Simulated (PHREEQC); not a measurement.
0.82 g of hydrous ferric oxide (600 m²/g; 0.2 weak and 0.005 strong sites per Fe, Dzombak-Morel constants, diffuse double layer) in 1 kg of water with 0.01 mol/kgw of an inert sodium salt and 2 mmol/kgw Na2SeO4, at 25 °C; the pH is set by adding NaOH or the inert anion's acid. O2 is buffered at 0.21 atm. No CO2 enters from the air. Precipitation was switched off in this run.

Equilibrium calculation in PHREEQC: ion-association model, wateq4f.dat.

```
pH    Se sorbed (%)  surface charge σ (C/m²)  surface potential ψ (mV)
----  -------------  -----------------------  ------------------------
3              42.9                    0.033                        79
3.38           42.9                    0.032                        79
3.75           42.7                    0.032                        78
4.12           42.2                    0.031                        78
4.5            41.1                    0.031                        77
4.88           38.9                    0.029                        74
5.25           35.6                    0.027                        71
5.62           31.0                    0.024                        66
6              25.4                    0.021                        60
6.38           19.3                    0.018                        53
6.75           13.4                    0.015                        45
7.12            8.1                    0.011                        36
7.5             3.8                    0.008                        25
7.88            1.2                    0.003                        10
8.25            0.3                   -0.002                        -8
8.62            0.1                   -0.008                       -28
9               0.0                   -0.016                       -48
```

The oxide is taken as insoluble; below pH 4 it would dissolve.
